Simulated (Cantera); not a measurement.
A perfectly stirred reactor is fed with 9.35 % CH₄, 90.7 % N₂, at 90.0 Torr; it is held at 1550 K, and followed from long to short residence time.

Cantera simulation using GRI-Mech 3.0 (53 species, 325 reactions); the numbers are that mechanism's predictions, not measurements. GRI-Mech 3.0 stops at C3 and has no aromatics, soot or wall deposition, so with more carbon than oxygen in the feed, carbon stays in small species such as C2H2 where larger ones or solid carbon would form.

Problem. Predict: x(CH₄) at τ = 13.0 s; x(CH₂) at τ = 13.0 s; x(C₂H₆) at τ = 13.0 s; x(C₂H₂) at τ = 13.0 s; x(H) at τ = 13.0 s; x(CH₄) at τ = 0.190 s; x(CH₂) at τ = 0.190 s; x(C₂H₆) at τ = 0.190 s; x(C₂H₂) at τ = 0.190 s; x(H) at τ = 0.190 s.

Solution. 
```json
{
 "x(CH₄) at τ = 13.0 s": "0.0163",
 "x(CH₂) at τ = 13.0 s": "1.22e-8",
 "x(C₂H₆) at τ = 13.0 s": "3.81e-6",
 "x(C₂H₂) at τ = 13.0 s": "0.0351",
 "x(H) at τ = 13.0 s": "2.19e-5",
 "x(CH₄) at τ = 0.190 s": "0.0756",
 "x(CH₂) at τ = 0.190 s": "4.47e-8",
 "x(C₂H₆) at τ = 0.190 s": "8.76e-5",
 "x(C₂H₂) at τ = 0.190 s": "0.00662",
 "x(H) at τ = 0.190 s": "4.78e-6"
}
```
